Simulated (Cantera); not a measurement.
# Stirred combustor or abatement burner

A perfectly stirred reactor is fed with CH₄ : C₂H₆ : O₂ : N₂ = 1 : 0.77 : 8.54 : 39.3 (molar parts), at 0.286 atm; it is adiabatic with a 550 K inlet, and is followed from long to short residence time, starting on the burning branch (τ in s: 0.11, 0.039, 0.014, 0.0051, 0.0019, 0.00067, 0.00024, 8.8e-05, 3.2e-05, 1.1e-05, 4.1e-06).

Model: GRI-Mech 3.0 (53 species, 325 reactions), integrated in Cantera.

| τ (s) | T (K) | x CH₄ | x C₂H₆ | x O₂ | x C₂H₄ | x HO₂ | x CH₂ | x HCO |
|---|---|---|---|---|---|---|---|---|
| 0.11 | 1614 | 7.75e-6 | 1.53e-6 | 0.0768 | 2.80e-6 | 2.37e-6 | 4.81e-8 | 4.61e-8 |
| 0.039 | 1600 | 1.52e-5 | 2.97e-6 | 0.0769 | 3.78e-6 | 3.91e-6 | 1.10e-7 | 1.36e-7 |
| 0.014 | 1576 | 3.09e-5 | 5.90e-6 | 0.0774 | 4.67e-6 | 6.11e-6 | 2.37e-7 | 3.89e-7 |
| 0.0051 | 1538 | 6.73e-5 | 1.25e-5 | 0.0785 | 5.76e-6 | 9.32e-6 | 4.83e-7 | 1.07e-6 |
| 0.0019 | 1482 | 0.000172 | 3.10e-5 | 0.0812 | 8.60e-6 | 1.51e-5 | 1.01e-6 | 2.85e-6 |
| 0.00067 | 550 | 0.0202 | 0.0155 | 0.172 | <1e-12 | <1e-12 | <1e-12 | <1e-12 |
| 0.00024 | 550 | 0.0202 | 0.0155 | 0.172 | <1e-12 | <1e-12 | <1e-12 | <1e-12 |
| 8.8e-5 | 550 | 0.0202 | 0.0155 | 0.172 | <1e-12 | <1e-12 | <1e-12 | <1e-12 |
| 3.2e-5 | 550 | 0.0202 | 0.0155 | 0.172 | <1e-12 | <1e-12 | <1e-12 | <1e-12 |
| 1.1e-5 | 550 | 0.0202 | 0.0155 | 0.172 | <1e-12 | <1e-12 | <1e-12 | <1e-12 |
| 4.1e-6 | 550 | 0.0202 | 0.0155 | 0.172 | <1e-12 | <1e-12 | <1e-12 | <1e-12 |
x: mole fraction; the columns are a selection and need not sum to one.
